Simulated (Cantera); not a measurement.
Feed: 1 mol Pb, 0.25 mol N2, 0.011 mol O2, held at 255 Torr.

Cantera equilibrium calculation (NASA polynomials, part measured and part estimated; ideal gas, pure solids and liquids). Candidate condensed phases: Pb, PbO, PbO2, Pb3O4; 12 gas species. Each liquid is taken as pure. Mutual solubility and eutectic melting of coexisting phases are not modelled. Gases not in the tables: (PbO)n polymers. The numbers say what is thermodynamically allowed, not how fast it happens.

log p: log10 of the partial pressure in bar; n: condensed amount in mol.

```csv
T (°C),log p N2,log p Pb,log p PbO,log p Pb2,log p O2,log p NO,n Pb(s),n PbO(red),n Pb(l),n PbO(yellow),n PbO(l)
277,-0.47,<-12,<-12,<-12,<-12,<-12,0.978,0.0220,0,0,0
352,-0.47,-10.63,<-12,<-12,<-12,<-12,0,0.0220,0.978,0,0
427,-0.47,-8.95,<-12,<-12,<-12,<-12,0,0.0220,0.978,0,0
502,-0.47,-7.60,-10.75,<-12,<-12,<-12,0,0,0.978,0.0220,0
577,-0.47,-6.50,-9.08,<-12,<-12,<-12,0,0,0.978,0.0220,0
652,-0.47,-5.57,-7.69,-11.60,<-12,-11.89,0,0,0.978,0.0220,0
727,-0.47,-4.79,-6.52,-10.29,-12.45,-10.57,0,0,0.978,0.0220,0
802,-0.47,-4.12,-5.51,-9.17,-10.87,-9.45,0,0,0.978,0.0220,0
877,-0.47,(withheld),(withheld),(withheld),(withheld),(withheld),0,0,0.978,0.0220,0
952,-0.47,(withheld),(withheld),(withheld),(withheld),(withheld),0,0,0.977,0,0.0219
1027,-0.47,-2.58,-3.35,-6.60,-7.49,-7.00,0,0,0.976,0,0.0217
1102,-0.48,-2.18,-2.81,-5.94,-6.67,-6.39,0,0,0.973,0,0.0208
1177,-0.49,-1.83,-2.34,-5.35,-5.94,-5.85,0,0,0.966,0,0.0184
1252,-0.53,-1.51,-1.92,-4.82,-5.29,-5.38,0,0,0.952,0,0.0118
```

**Question.** What belongs in the gaps?

**Answer.** 
- 877, log p Pb: -3.54
- 877, log p PbO: -4.64
- 877, log p Pb2: -8.20
- 877, log p O2: -9.50
- 877, log p NO: -8.47
- 952, log p Pb: -3.03
- 952, log p PbO: -3.95
- 952, log p Pb2: -7.35
- 952, log p O2: -8.42
- 952, log p NO: -7.68
